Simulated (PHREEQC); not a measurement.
Make-up at 25 °C: 0.51 mmol/kgw H3BO3 and 0.0076 mmol/kgw NaOH. Closed to the air; pH follows from the charge balance.

Equilibrium calculation in PHREEQC: ion-association model, phreeqc.dat.

```json
{
  "pH": "7.41",
  "ionic_strength": "7.64e-6 mol/kgw"
}
```

```csv
species,molality,activity,log γ
H3BO3,0.000503,0.000503,0.000
Na+,7.60e-6,7.58e-6,-0.001
H2BO3-,7.38e-6,7.36e-6,-0.001
OH-,2.58e-7,2.58e-7,-0.001
H+,3.94e-8,3.93e-8,-0.001
```

Precipitation was switched off in this run.
